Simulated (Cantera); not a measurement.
An isothermal plug-flow reactor at 850 K and 0.987 atm (inlet), inlet velocity 4.5 m/s, active area per volume 800 1/m; feed CH4 : O2 : N2 = 0.0023 : 0.14 : 0.79 (molar parts), equivalence ratio 0.033.

Model: Deutschmann's 1995 Pt surface mechanism with GRI-Mech 3.0 gas chemistry, integrated in Cantera. Catalytic surfaces can have several steady states; this one follows from the mechanism file's or the stated starting coverage. Mass transfer to the wall is taken as infinitely fast.

One state of this run: x CH4 = 0.00242; x O2 = 0.150; x H2O = 9.34e-5; x CO2 = 4.63e-5; x CO = 4.56e-7; θ free Pt = 0.0557; θ O* = 0.944. x: gas mole fraction; θ: surface coverage.

Question: Which value of z (m) does it belong to?
A. 0.0097
B. 0.054
C. 0.031
D. 0.0017

Answer: C, 0.031
